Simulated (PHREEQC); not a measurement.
# Ultrapure water in contact with air or piping

Model water analysis in mg/kgw, 20 °C, pH 6.58, pe 11.2: Na 0.00693; K 2.59e-07; Ca 0.00933; Mg 0.00363; Cl 0.00656; S(6) as SO4 0.00834; Alkalinity as HCO3 0.0415; F 0.000249; Zn 9.44e-05; O(0) (dissolved oxygen) 0.000171.

Na is adjusted to close the charge balance.
Valence states are taken as typed.

The numbers come from PHREEQC with the ion-association model, phreeqc.dat.

This is a speciation only: nothing precipitates in the calculation.

Question: Estimate the ionic strength.

Answer: ionic strength 1.79e-6 mol/kgw.

Question: In which forms is C present?

Answer: HCO3- 61 %, CO2 39 % of the C.
